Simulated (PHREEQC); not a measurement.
A solution holds 2.8 mmol/kgw H3PO4 and 0.0395 mmol/kgw NaOH, at 25 °C. Closed to the air; pH follows from the charge balance.

Computed with PHREEQC (ion-association model, phreeqc.dat).

This is a speciation only: nothing precipitates in the calculation.

Problem. What pH, ionic strength does the model give?

Solution. pH 2.69; ionic strength 0.00218 mol/kgw.

Problem. In which forms is P present?

Solution. H2PO4- 78 %, H3PO4 22 % of the P.

Species that the database lacks are ignored.
